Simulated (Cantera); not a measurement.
What does this Cantera script print?

```python
import numpy as np
import cantera as ct

gas_names = """
    H HNO HNO2 HNO3 HO2 H2 H2O H2O2 N NH NH2 NH3 NH2OH NO NO2 NO3 N2 N2H2 N2H4 N2O O OH O2 O3 Si SiH
    SiH2 SiH3 SiH4 SiN SiO SiO2 Si2 Si2N Si3
""".split()
cond_names = """
    H2O(s) H2O(L) Si(cr) Si(L) SiO2(Lqz) SiO2(hqz) SiO2(L) Si2N2O(s) Si3N4(a)
""".split()


def load(file, names, dense=False):
    # The tables refer to 1 bar. Condensed volumes are neglected.
    table = {s.name: s for s in ct.Species.list_from_file(file)}
    out = []
    for n in names:
        d = dict(table[n].input_data)
        d["thermo"] = dict(d["thermo"], **{"reference-pressure": 1e5})
        if dense:
            d["equation-of-state"] = {"model": "constant-volume", "density": "1e6 g/cm^3"}
        out.append(ct.Species.from_dict(d))
    return out


gas = ct.Solution(thermo="ideal-gas", species=load("nasa_gas.yaml", gas_names))
cond = {s.name: ct.Solution(thermo="fixed-stoichiometry", species=[s], name=s.name)
        for s in load("nasa_condensed.yaml", cond_names, dense=True)}
atoms = {
    'Si2H6': {'Si': 2, 'H': 6},
    'O3': {'O': 3},
    'N2': {'N': 2},
}
top_T = {'Si2N2O(s)': 2100, 'Si3N4(a)': 2400}  # K; cautious upper limits of use, not melting points


def equilibrate(T, P, feed):
    n = {}
    for name, mol in feed.items():
        for a, k in atoms[name].items():
            n[a] = n.get(a, 0.0) + k * mol
    gas.TPX = T, P, n
    mass = sum(n.values()) * gas.mean_molecular_weight
    gas.equilibrate("TP")
    valid = [c for c in cond.values() if c.min_temp <= T <= top_T.get(c.name, c.max_temp)]
    mix = ct.Mixture([(gas, mass / gas.mean_molecular_weight)] + [(c, 0.0) for c in valid])
    mix.T, mix.P = T, P
    mix.equilibrate("TP", solver="vcs", rtol=1e-11, max_steps=5000)
    return mix


results = []
feed = {'Si2H6': 1, 'O3': 0.78, 'N2': 190}  # mol
T = 1548  # K
P = 4300  # Pa
mix = equilibrate(T, P, feed)
results.append((T, P, feed, dict(zip(mix.species_names, mix.species_moles))))
x = sorted(zip(gas.X, gas.species_names), reverse=True)
print(f"T = {T:g} K  P = {P:g} Pa  gas = {mix.phase_moles(0):.4g} mol")
print("   x: " + "  ".join(f"{s} {v:.3e}" for v, s in x if v > 1e-06))
print("   condensed (mol): " + ("  ".join(f"{mix.phase(i).name} {mix.phase_moles(i):.4g}"
      for i in range(1, mix.n_phases) if mix.phase_moles(i) > 1e-12) or "none"))
```

Output:

```
T = 1548 K  P = 4300 Pa  gas = 192.6 mol
   x: N2 9.839e-01  H2 1.556e-02  SiO 5.159e-04  H 1.853e-05  H2O 4.610e-06
   condensed (mol): SiO2(hqz) 0.8596  Si2N2O(s) 0.5205
```

Equilibrium computed with Cantera from the NASA thermochemical tables; the gas is ideal and each condensed phase is pure. The feed counts by its element totals alone. Mutual solubility and eutectic melting of coexisting phases are not modelled. The tables hold silica as quartz up to 1696 K and as liquid above; real silica turns to tridymite and cristobalite and melts near 1996 K.
